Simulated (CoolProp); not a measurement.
Vapour-liquid equilibrium of p-xylene (1) + n-decane (2) at 0.00513 MPa; x and y are mole fractions of (1).

Values from CoolProp's multi-fluid Helmholtz-energy mixture model, Zhou 2012 and Lemmon 2006; pair parameters Bell 2016.

```
x      bubble temperature (K)  y at the bubble point  dew temperature at overall composition x (K)  liquid density (mol/L)
-----  ----------------------  ---------------------  --------------------------------------------  ----------------------
0.05                    354.8                  0.184                                         357.4                   4.887
0.125                   350.5                  0.383                                         356.0                   5.060
0.2                         …                      …                                         354.5                   5.238
0.275                   343.7                  0.625                                         352.9                   5.422
0.35                    341.1                  0.703                                         351.2                   5.615
0.425                   338.7                  0.763                                         349.4                   5.817
0.5                     336.7                  0.812                                             …                   6.029
0.575                   334.8                  0.853                                         345.3                   6.254
0.65                    333.2                  0.887                                         342.9                   6.492
0.725                   331.6                  0.917                                         340.2                   6.746
0.8                     330.2                  0.943                                             …                   7.016
0.875                   328.8                  0.966                                         333.8                   7.305
0.95                    327.5                  0.987                                         329.7                   7.615
```

Fill in the missing entries.


- 0.2, bubble temperature (K): 346.8
- 0.2, y at the bubble point: 0.523
- 0.5, dew temperature at overall composition x (K): 347.4
- 0.8, dew temperature at overall composition x (K): 337.2

No azeotrope shows between x = 0.05 and 0.95.

Pair parameters are fitted to limited data, so mixtures are less certain than the pure fluids.
